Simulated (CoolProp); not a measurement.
The fluid at 394.02 K and 0.639 MPa is throttled through a valve to 0.145 MPa with no heat exchange. The same conditions are run with several fluids, on thermodynamics alone (safety and materials aside).

Model: reference Helmholtz-energy equation of state of each fluid (CH2F2 (R32): Tillner-Roth 1997; carbon monoxide: Lemmon 2006; R407C: Lemmon 2003; propyne: Polt 1992; R22: Kamei 1995), in CoolProp. The equations of Platzer and Polt are older, rougher fits. Blends and air are pseudo-pure fits.

```tsv
fluid	temperature change (K)	final density (kg/m³)
CH2F2 (R32)	-5.2	2.35
carbon monoxide	-0.6	1.24
R407C	-4.1	3.89
propyne	-4.9	1.81
R22	-4.9	3.91
```
